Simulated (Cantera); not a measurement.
Feed: 1 mol B₂O₃, 0.74 mol F₂, 0.26 mol O₂, 3.2 mol Cl₂, at 0.00900 Torr.

Equilibrium computed with Cantera from the NASA thermochemical tables; the gas is ideal and each condensed phase is pure. Candidate condensed phases: B, B₂O₃; 32 gas species. Kinetics and transport are ignored.

Question: Which condensed phases are stable at each of these points (T (K)): 875, 950, 1025, 1100, 1175, 1250, 1325, 1400?

Answer: 
```tsv
T (K)	condensed phases	B condensed (%)
875	B₂O₃(l)	71.3
950	B₂O₃(l)	69.2
1025	B₂O₃(l)	60.8
1100	B₂O₃(l)	36.8
1175	B₂O₃(l)	25.9
1250	B₂O₃(l)	22.1
1325	gas only	0.0
1400	gas only	0.0
```

From 875 K to 1250 K the condensed part is B₂O₃(l). From 1325 K to 1400 K nothing is condensed.
